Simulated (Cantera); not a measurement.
# Equilibrium for titanium nitride, carbide and oxide coatings: TiCl4 + H2O

Feed: 1 mol TiCl4, 0.12 mol H2O, equilibrated at 430 Pa.

Cantera equilibrium calculation (NASA polynomials, part measured and part estimated; ideal gas, pure solids and liquids). Candidate condensed phases: H2O, Ti, TiCl2, TiCl3, TiCl4, TiO, TiO2, Ti2O3, Ti3O5, Ti4O7; 23 gas species. The tables' values for TiCl2 are old estimates; treat these amounts as uncertain. Kinetics and transport are ignored.

```csv
T (K),x TiCl4,x TiCl3,x Cl,x HCl,x TiOCl2,n TiO2(rutile)
1348,0.785,0.00643,0.00565,0.202,1.27e-5,0.0600
1398,0.777,0.0110,0.00990,0.201,3.28e-5,0.0600
1448,0.765,0.0180,0.0166,0.200,7.92e-5,0.0600
1498,0.746,0.0285,0.0267,0.198,0.000179,0.0599
1548,0.719,0.0436,0.0413,0.195,0.000380,0.0598
1598,0.682,0.0643,0.0615,0.191,0.000763,0.0595
1648,0.632,0.0915,0.0884,0.185,0.00145,0.0591
1698,0.570,0.125,0.122,0.178,0.00260,0.0582
1748,0.496,0.166,0.162,0.170,0.00442,0.0569
1798,0.413,0.210,0.207,0.160,0.00710,0.0547
1848,0.328,0.254,0.253,0.150,0.0108,0.0514
```
x: gas mole fraction; n: condensed amount in mol.

From 1348 K to 1848 K the condensed part is TiO2(rutile). The main Ti-bearing gas is TiCl4 throughout.
